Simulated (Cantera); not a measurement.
A Cantera script and what it prints.

```python
import numpy as np
import cantera as ct

gas_names = [...]  # 116 gases of nasa_gas.yaml made of C, H, Mg, O
cond_names = """
    C(gr) C6H6(L) C7H8(L) C8H18(L),n-octa H2O(s) H2O(L) Mg(cr) Mg(L) MgCO3(s) MgO(s) MgO(L) MgO2H2(s)
""".split()


# ... load() reads the species with a 1 bar reference pressure and builds the phases ...
atoms = {
    'MgCO3': {'Mg': 1, 'C': 1, 'O': 3},
    'CO2': {'C': 1, 'O': 2},
    'H2O': {'H': 2, 'O': 1},
}
top_T = {'C(gr)': 4500}  # K; cautious upper limits of use, not melting points


# ... equilibrate(T, P, feed) seeds the gas with the atoms and calls Mixture.equilibrate('TP', solver="vcs", rtol=1e-11, max_steps=5000) ...
results = []
feed = {'MgCO3': 1, 'CO2': 3.6, 'H2O': 0.056}  # mol
T = 1673.15  # K
P = 10000  # Pa
mix = equilibrate(T, P, feed)
results.append((T, P, feed, dict(zip(mix.species_names, mix.species_moles))))
print(gas.report(threshold=1e-06))
for i in range(1, mix.n_phases):
    print(f"{mix.phase(i).name:16s} {mix.phase_moles(i):12.5e} mol")
```

Result:

```
       temperature   1673.2 K
          pressure   10000 Pa
           density   0.031353 kg/m^3
  mean mol. weight   43.616 kg/kmol
   phase of matter   gas

                          1 kg             1 kmol
                     ---------------   ---------------
          enthalpy       -7.3015e+06       -3.1846e+08  J
   internal energy       -7.6204e+06       -3.3237e+08  J
           entropy            7285.9        3.1778e+05  J/K
    Gibbs function       -1.9492e+07       -8.5015e+08  J
 heat capacity c_p            1350.6             58907  J/K
 heat capacity c_v              1160             50592  J/K

                      mass frac. Y      mole frac. X     chem. pot. / RT
                     ---------------   ---------------   ---------------
                CO         0.0023421          0.003647           -42.972
               CO2           0.99136            0.9825           -61.352
                 H         3.054e-08        1.3214e-06           -16.224
                H2        6.2053e-07        1.3425e-05           -32.448
               H2O         0.0049411          0.011963           -50.828
                 O         1.654e-06         4.509e-06            -18.38
                OH        2.2098e-05        5.6671e-05           -34.604
                O2         0.0013309         0.0018141            -36.76
     [ +108 minor]        3.0944e-08        2.5238e-08

C(gr)             0.00000e+00 mol
Mg(L)             0.00000e+00 mol
MgO(s)            1.00000e+00 mol
```

These are equilibrium values from Cantera (NASA tables, ideal gas, pure condensed phases), not measurements of a reactor.
